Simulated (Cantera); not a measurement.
A Cantera script and what it prints.

```python
import numpy as np
import cantera as ct

gas_names = """
    H HNO HNO2 HNO3 HO2 H2 H2O H2O2 N NH NH2 NH3 NH2OH NO NO2 NO3 N2 N2H2 N2H4 N2O O OH O2 O3
""".split()
cond_names = """
    H2O(s) H2O(L)
""".split()


# ... load() reads the species with a 1 bar reference pressure and builds the phases ...
atoms = {
    'NH3': {'N': 1, 'H': 3},
    'H2O': {'H': 2, 'O': 1},
    'H2': {'H': 2},
}
top_T = {}  # K; cautious upper limits of use, not melting points


# ... equilibrate(T, P, feed) seeds the gas with the atoms and calls Mixture.equilibrate('TP', solver="vcs", rtol=1e-11, max_steps=5000) ...
results = []
feed = {'NH3': 1, 'H2O': 0.046, 'H2': 0.9}  # mol
P = 83000  # Pa
for T in [1475, 1675, 1875, 2075, 2275, 2475, 2675, 2875, 3075]:
    mix = equilibrate(T, P, feed)
    results.append((T, P, feed, dict(zip(mix.species_names, mix.species_moles))))
    x = sorted(zip(gas.X, gas.species_names), reverse=True)
    print(f"T = {T:g} K  P = {P:g} Pa  gas = {mix.phase_moles(0):.4g} mol")
    print("   x: " + "  ".join(f"{s} {v:.3e}" for v, s in x if v > 1e-05))
    print("   condensed (mol): " + ("  ".join(f"{mix.phase(i).name} {mix.phase_moles(i):.4g}"
          for i in range(1, mix.n_phases) if mix.phase_moles(i) > 1e-12) or "none"))
```

Result:

```
T = 1475 K  P = 83000 Pa  gas = 2.946 mol
   x: H2 8.146e-01  N2 1.697e-01  H2O 1.561e-02  NH3 1.681e-05  H 1.285e-05
   condensed (mol): none
T = 1675 K  P = 83000 Pa  gas = 2.946 mol
   x: H2 8.146e-01  N2 1.697e-01  H2O 1.561e-02  H 1.150e-04
   condensed (mol): none
T = 1875 K  P = 83000 Pa  gas = 2.947 mol
   x: H2 8.141e-01  N2 1.697e-01  H2O 1.561e-02  H 6.492e-04
   condensed (mol): none
T = 2075 K  P = 83000 Pa  gas = 2.95 mol
   x: H2 8.123e-01  N2 1.695e-01  H2O 1.559e-02  H 2.635e-03
   condensed (mol): none
T = 2275 K  P = 83000 Pa  gas = 2.958 mol
   x: H2 8.071e-01  N2 1.690e-01  H2O 1.552e-02  H 8.372e-03  OH 2.507e-05
   condensed (mol): none
T = 2475 K  P = 83000 Pa  gas = 2.979 mol
   x: H2 7.947e-01  N2 1.678e-01  H 2.202e-02  H2O 1.535e-02  OH 8.562e-05
   condensed (mol): none
T = 2675 K  P = 83000 Pa  gas = 3.022 mol
   x: H2 7.696e-01  N2 1.655e-01  H 4.974e-02  H2O 1.496e-02  OH 2.416e-04
   condensed (mol): none
T = 2875 K  P = 83000 Pa  gas = 3.1 mol
   x: H2 7.250e-01  N2 1.613e-01  H 9.889e-02  H2O 1.418e-02  OH 5.806e-04  O 4.928e-05  NO 2.494e-05
   condensed (mol): none
T = 3075 K  P = 83000 Pa  gas = 3.233 mol
   x: H2 6.554e-01  H 1.757e-01  N2 1.546e-01  H2O 1.277e-02  OH 1.203e-03  O 1.958e-04  NO 6.182e-05
   condensed (mol): none
```

Cantera equilibrium calculation (NASA polynomials, part measured and part estimated; ideal gas, pure solids and liquids).
